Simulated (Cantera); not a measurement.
Charge: 1 mol (CH3)2SiCl2, 1.1 mol HCl, 690 mol H2, held at 25.5 Torr.

Equilibrium computed with Cantera from the NASA thermochemical tables; the gas is ideal and each condensed phase is pure. Candidate condensed phases: C, C6H6, C7H8, C8H18, Si, SiC; 109 gas species. The feed counts by its element totals alone. Gases not in the tables: Si2H6 and higher silanes. Kinetics and transport are ignored.

Q: Which condensed phases are stable at each of these points (T (K)): 1023, 1223, 1423, 1623, 1823, 2023, 2223, 2423, 2623?

A: 
```tsv
T (K)	condensed phases	Si condensed (%)
1023	SiC(s)	100.0
1223	C(graphite) + SiC(s)	100.0
1423	C(graphite) + SiC(s)	100.0
1623	C(graphite) + SiC(s)	99.9
1823	C(graphite) + SiC(s)	99.5
2023	SiC(s)	90.0
2223	gas only	0.0
2423	gas only	0.0
2623	gas only	0.0
```

At 1023 K the condensed part is SiC(s). From 1223 K to 1823 K the condensed part is C(graphite) + SiC(s). At 2023 K the condensed part is SiC(s). From 2223 K to 2623 K nothing is condensed.
